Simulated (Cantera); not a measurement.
# Stirred combustor or abatement burner

A perfectly stirred reactor is fed with 9.12 % CH4, 8.49 % CO, 17.3 % O2, 65.1 % N2, at 1.00 bar; it is adiabatic with a 500 K inlet, and is followed from long to short residence time, starting on the burning branch (τ in s: 0.2, 0.07, 0.025, 0.0087, 0.0031, 0.0011, 0.00038, 0.00013, 4.7e-05).

Model: GRI-Mech 3.0 (53 species, 325 reactions), integrated in Cantera.

```json
[
 {"τ (s)": "0.20", "T (K)": "2270", "x CH4": "3.42e-6", "x CO": "0.0794", "x O2": "0.000280", "x O": "9.21e-5", "x HO2": "7.76e-8", "x CO2": "0.0947", "x NO": "0.000426"},
 {"τ (s)": "0.070", "T (K)": "2260", "x CH4": "6.55e-6", "x CO": "0.0796", "x O2": "0.000468", "x O": "0.000149", "x HO2": "1.32e-7", "x CO2": "0.0943", "x NO": "0.000461"},
 {"τ (s)": "0.025", "T (K)": "2244", "x CH4": "1.15e-5", "x CO": "0.0800", "x O2": "0.000854", "x O": "0.000273", "x HO2": "2.48e-7", "x CO2": "0.0937", "x NO": "0.000474"},
 {"τ (s)": "0.0087", "T (K)": "2215", "x CH4": "2.08e-5", "x CO": "0.0808", "x O2": "0.00162", "x O": "0.000529", "x HO2": "4.79e-7", "x CO2": "0.0925", "x NO": "0.000444"},
 {"τ (s)": "0.0031", "T (K)": "2173", "x CH4": "3.95e-5", "x CO": "0.0820", "x O2": "0.00291", "x O": "0.000982", "x HO2": "8.78e-7", "x CO2": "0.0907", "x NO": "0.000362"},
 {"τ (s)": "0.0011", "T (K)": "2115", "x CH4": "8.19e-5", "x CO": "0.0839", "x O2": "0.00487", "x O": "0.00168", "x HO2": "1.55e-6", "x CO2": "0.0879", "x NO": "0.000252"},
 {"τ (s)": "0.00038", "T (K)": "2042", "x CH4": "0.000195", "x CO": "0.0868", "x O2": "0.00776", "x O": "0.00253", "x HO2": "2.71e-6", "x CO2": "0.0840", "x NO": "0.000152"},
 {"τ (s)": "0.00013", "T (K)": "1958", "x CH4": "0.000566", "x CO": "0.0926", "x O2": "0.0127", "x O": "0.00314", "x HO2": "5.36e-6", "x CO2": "0.0765", "x NO": "8.20e-5"},
 {"τ (s)": "4.7e-5", "T (K)": "500", "x CH4": "0.0912", "x CO": "0.0849", "x O2": "0.173", "x O": "<1e-12", "x HO2": "<1e-12", "x CO2": "<1e-12", "x NO": "<1e-12"}
]
```
x: mole fraction; the columns are a selection and need not sum to one.
